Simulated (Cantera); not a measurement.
Input (Python, Cantera) and output of one run.

```python
import numpy as np
import cantera as ct

gas_names = """
    CrO3 NO NO2
""".split()
cond_names = """
    Cr(cr) Cr(L)
""".split()


# ... load() reads the species with a 1 bar reference pressure and builds the phases ...
species = {s.name: s for s in load("nasa_gas.yaml", gas_names) + load("nasa_condensed.yaml", cond_names)}
# Each term lists the table entries of one substance; the one whose range holds T is used.
reactions = {
    'CrO3(g) + 3 NO(g) = Cr + 3 NO2(g)':
        [(-1, ['CrO3']), (-3, ['NO']), (1, ['Cr(cr)', 'Cr(L)']), (3, ['NO2'])],
}


def pick(names, T):
    return next(species[n] for n in names if species[n].thermo.min_temp <= T <= species[n].thermo.max_temp)


results = []
for label, terms in reactions.items():
    print(label)
    print("     T/K   dH/kJ  dS/(J/K)   dG/kJ   log10 K")
    for T in [2475, 2575, 2675, 2775, 2875]:
        used = [(nu, pick(names, T)) for nu, names in terms]
        dH = sum(nu * s.thermo.h(T) for nu, s in used) / 1e6
        dS = sum(nu * s.thermo.s(T) for nu, s in used) / 1e3
        dG = dH - T * dS / 1e3
        logK = -dG * 1e6 / (ct.gas_constant * T * np.log(10))
        results.append((label, T, dH, dS, dG, logK, [s.name for _, s in used]))
        print(f"{T:8g} {dH:8.1f} {dS:8.1f} {dG:8.1f} {logK:8.2f}")
```

Output:

```
CrO3(g) + 3 NO(g) = Cr + 3 NO2(g)
     T/K   dH/kJ  dS/(J/K)   dG/kJ   log10 K
    2475    177.5   -126.1    489.6   -10.33
    2575    179.9   -125.1    502.1   -10.19
    2675    182.4   -124.2    514.6   -10.05
    2775    185.0   -123.2    527.0    -9.92
    2875    187.6   -122.3    539.3    -9.80
```

Source: NASA polynomial tables (part measured, part estimated), evaluated in Cantera. Condensed species are held in their standard states even where they would react or evaporate.
